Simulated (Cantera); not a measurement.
An isothermal, constant-pressure homogeneous reactor starts with 0.793 % CO, 0.571 % O₂, 1.93 % H₂O, 96.7 % N₂, at 1223 K and 1.00 atm.

Computed with Cantera and GRI-Mech 3.0 (53 species, 325 reactions).

One state of this run: x CO = 1.53e-8; x O₂ = 0.00175; x H₂O = 0.0194; x N₂O = 5.57e-8; x HO₂ = 3.93e-10. x: mole fraction; the columns are a selection and need not sum to one.

**Question.** Which value of t (s) does it belong to?
A) 0.0815
B) 0.271
C) 3.00
D) 0.902

**Answer.** C, 3.00
